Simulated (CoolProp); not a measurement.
R22 at 298.15 K and 2.54 MPa flows at 0.067 m/s in a round tube of 12.7 mm bore and 45 µm roughness, fully developed (64/Re and Nu = 3.66 if laminar; Colebrook and Gnielinski if turbulent). Each further row changes one setting.

Computed with CoolProp (reference Helmholtz-energy equation of state, Kamei 1995).

```json
[
 {"case": "as stated", "Reynolds number": "7790", "Darcy friction factor": "0.0375", "pressure drop (Pa/m)": "[?]", "heat-transfer coefficient (W/(m² K))": "278", "mass flow (kg/h)": "36.7"},
 {"case": "velocity 0.134 m/s", "Reynolds number": "15600", "Darcy friction factor": "0.0334", "pressure drop (Pa/m)": "[?]", "heat-transfer coefficient (W/(m² K))": "542", "mass flow (kg/h)": "73.3"},
 {"case": "diameter 25.4 mm", "Reynolds number": "15600", "Darcy friction factor": "0.0307", "pressure drop (Pa/m)": "[?]", "heat-transfer coefficient (W/(m² K))": "252", "mass flow (kg/h)": "147"}
]
```

Task: What belongs in the gaps?

Result: 
- as stated, pressure drop (Pa/m): 7.95
- velocity 0.134 m/s, pressure drop (Pa/m): 28.3
- diameter 25.4 mm, pressure drop (Pa/m): 3.25

Viscosity comes from a separate model (Bell 2016), an estimate that may be off by 10 % or more. Thermal conductivity comes from a separate model (McLinden 2000), an estimate that may be off by 10 % or more.
